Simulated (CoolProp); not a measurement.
Vapour-liquid equilibrium of CF4 (R14) (1) + ethane (2) at 528 kPa; x and y are mole fractions of (1).

Computed with CoolProp (multi-fluid Helmholtz-energy mixture model, Platzer 1990 and Bücker 2006; pair parameters Bell 2016). This equation is an older, rougher fit; its heat capacities, sound speeds and derivatives of the liquid may be far off and weren't checked against measurements.

```tsv
x	bubble temperature (°C)	y at the bubble point	dew temperature at overall composition x (°C)	liquid density (mol/L)
0.05	___	___	-52.7	17.22
0.125	-87.1	0.789	-55.1	17.63
0.2	-92.0	0.842	-57.5	17.63
0.275	-93.8	0.859	-60.1	17.49
0.35	-94.4	0.866	-62.9	17.30
0.425	-94.7	0.869	___	17.10
0.5	___	0.873	-69.3	16.92
0.575	-95.4	___	-72.9	___
0.65	-95.9	0.886	-77.1	16.61
0.725	___	0.899	___	16.50
0.8	-97.3	0.917	-88.0	16.42
0.875	-98.1	0.941	-95.2	16.37
0.95	-98.9	0.973	-98.3	16.34
```

Fill in the missing entries.


- 0.05, bubble temperature (°C): -72.6
- 0.05, y at the bubble point: 0.568
- 0.425, dew temperature at overall composition x (°C): -65.9
- 0.5, bubble temperature (°C): -95.0
- 0.575, y at the bubble point: 0.878
- 0.575, liquid density (mol/L): 16.75
- 0.725, bubble temperature (°C): -96.6
- 0.725, dew temperature at overall composition x (°C): -82.0

No azeotrope shows between x = 0.05 and 0.95.

Pair parameters are fitted to limited data, so mixtures are less certain than the pure fluids. With so large a gap from Raoult's law the liquid may split in two, which this calculation doesn't test in full.
